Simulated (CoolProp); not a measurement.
Saturated liquid density (kg/m³) of ethylene: the reference equation beside estimates from Tc = 282.4 K, pc = 5.042 MPa, ω = 0.087. Rackett uses Z = 0.29056 − 0.08775 ω.

Computed with CoolProp (reference Helmholtz-energy equation of state, Smukala 2000).

| T (K) | reference | Rackett | Redlich-Kwong | Soave-Redlich-Kwong |
|---|---|---|---|---|
| 215.2 | 495.4 | 492.0 | 463.1 | 467.6 |
| 220.3 | 486.1 | 482.9 | 451.8 | 456.5 |
| 225.4 | 476.5 | 473.4 | 439.9 | 444.9 |
| 230.5 | 466.4 | 463.5 | 427.5 | 432.7 |
| 235.6 | 455.8 | 453.1 | 414.3 | 419.7 |
| 240.7 | 444.5 | 442.1 | 400.5 | 405.9 |
| 245.7 | 432.8 | 430.7 | 386.0 | 391.5 |
| 250.8 | 419.9 | 418.2 | 370.2 | 375.6 |
| 255.9 | 405.9 | 404.5 | 353.1 | 358.4 |
| 261 | 390.3 | 389.4 | 334.4 | 339.3 |
| 266.1 | 372.4 | 372.2 | 313.4 | 318.0 |
| 271.2 | 350.9 | 351.5 | 289.2 | 293.1 |
| 276.3 | 322.6 | 324.4 | 259.1 | 262.1 |

Absolute difference from the reference over all 13 rows, mean and median: Rackett 0.5 and 0.5 %, Redlich-Kwong 11.7 and 10.8 %, Soave-Redlich-Kwong 10.5 and 9.5 %.
